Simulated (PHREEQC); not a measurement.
Dissolve 0.028 mol/kgw NH4HSO4 at 25 °C. Closed to the air; pH follows from the charge balance.

Model: ion-association model, wateq4f.dat, run in PHREEQC.

The pH is 1.84, the ionic strength is 0.0574 mol/kgw and the total alkalinity is -28.0 meq/kg.

```
species  molality  activity   log γ
-------  --------  --------  ------
NH4+       0.0258    0.0210  -0.090
H+         0.0169    0.0143  -0.072
SO4-2      0.0147   0.00652  -0.353
HSO4-      0.0112   0.00906  -0.090
NH4SO4-   0.00216   0.00176  -0.088
```

No solid was allowed to form.
